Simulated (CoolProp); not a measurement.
Vapour-liquid equilibrium of carbon dioxide (1) + R124 (2) at -13.65 °C; x and y are mole fractions of (1).

Model: multi-fluid Helmholtz-energy mixture model, Span 1996 and de Vries 1995; pair parameters Bell 2016, in CoolProp.

| x | bubble pressure, mixture model (MPa) | bubble pressure, Raoult's law (MPa) | y, mixture model | y, Raoult's law |
|---|---|---|---|---|
| 0.05 | 0.2007 | 0.2088 | 0.537 | 0.571 |
| 0.125 | 0.3519 | 0.3805 | 0.744 | 0.783 |
| 0.2 | 0.4968 | 0.5522 | 0.826 | 0.863 |
| 0.275 | 0.6397 | 0.7239 | 0.871 | 0.906 |
| 0.35 | 0.7839 | 0.8956 | 0.900 | 0.932 |
| 0.425 | 0.9322 | 1.067 | 0.922 | 0.949 |
| 0.5 | 1.087 | 1.239 | 0.938 | 0.962 |
| 0.575 | 1.250 | 1.411 | 0.952 | 0.972 |
| 0.65 | 1.423 | 1.582 | 0.963 | 0.979 |
| 0.725 | 1.608 | 1.754 | 0.973 | 0.985 |
| 0.8 | 1.805 | 1.926 | 0.981 | 0.990 |
| 0.875 | 2.013 | 2.098 | 0.989 | 0.994 |
| 0.95 | 2.233 | 2.269 | 0.996 | 0.998 |

The largest gap from Raoult's law is -12.6 % in bubble pressure, at x = 0.425. No azeotrope shows between x = 0.05 and 0.95.

The pair parameters rest on a limited set of measurements; away from them the model extrapolates.
